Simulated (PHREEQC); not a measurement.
# Alkaline etch or developer: speciation

Make-up at 25 °C: 0.019 mol/kgw LiOH and 1.3e-05 mol/kgw CO2. Closed to the air; pH follows from the charge balance.

Equilibrium calculation in PHREEQC: ion-association model, phreeqc.dat.

Precipitation was switched off in this run.

### Question
Predict the pH, specific conductance.

### Answer
pH 12.21; specific conductance 4090 µS/cm.

Species that the database lacks are ignored.
